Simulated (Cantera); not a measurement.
Charge: 1 mol CH2F2, 3.5 mol H2, equilibrated at 0.133 bar.

Cantera equilibrium calculation (NASA polynomials, part measured and part estimated; ideal gas, pure solids and liquids). Candidate condensed phases: C, C6H6, C7H8, C8H18; 95 gas species. Kinetics and transport are ignored.

log p: log10 of the partial pressure in bar; n: condensed amount in mol.

| T (K) | log p H2 | log p HF | log p H | log p C2H2 (acetylene) | log p CH4 | n C(graphite) |
|---|---|---|---|---|---|---|
| 1075 | -1.07 | -1.31 | -8.37 | -9.20 | -3.49 | 0.987 |
| 1275 | -1.07 | -1.31 | ___ | ___ | ___ | 0.997 |
| 1475 | -1.07 | -1.31 | -5.42 | -6.25 | -4.68 | 0.999 |
| 1675 | -1.07 | -1.31 | -4.47 | -5.31 | -5.06 | 0.999 |
| 1875 | -1.07 | -1.31 | -3.72 | -4.57 | -5.36 | 0.998 |
| 2075 | -1.08 | -1.32 | ___ | ___ | ___ | 0.991 |
| 2275 | -1.08 | -1.32 | -2.61 | -3.50 | -5.81 | 0.974 |
| 2475 | -1.10 | -1.32 | -2.20 | -3.12 | -6.01 | 0.934 |

### Question
What belongs in the gaps?

### Answer

- 1275, log p H: -6.67
- 1275, log p C2H2 (acetylene): -7.49
- 1275, log p CH4: -4.18
- 2075, log p H: -3.11
- 2075, log p C2H2 (acetylene): -3.98
- 2075, log p CH4: -5.61
